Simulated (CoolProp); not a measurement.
100 sccm (0 °C, 1 atm) of nitrogen bubbles through liquid benzene at 298.2 K and leaves saturated at a total pressure of 0.15 MPa (ideal gas phase). Each further row changes one setting.

Model: reference Helmholtz-energy equation of state, Thol 2012, in CoolProp.

```tsv
case	vapour pressure (kPa)	mole fraction of vapour	delivery (mg/min)	delivery (sccm)	change of delivery for a bath 1 K warmer (%)
as stated	12.7	?	32.3	?	5.2
bath temperature 303.2 K	16.0	0.106	41.5	11.9	5.1
total pressure 0.3 MPa	12.7	0.0424	15.4	?	4.9
```

Task: Some entries are withheld; supply them.

Result: 
- as stated, mole fraction of vapour: 0.0848
- as stated, delivery (sccm): 9.27
- total pressure 0.3 MPa, delivery (sccm): 4.43
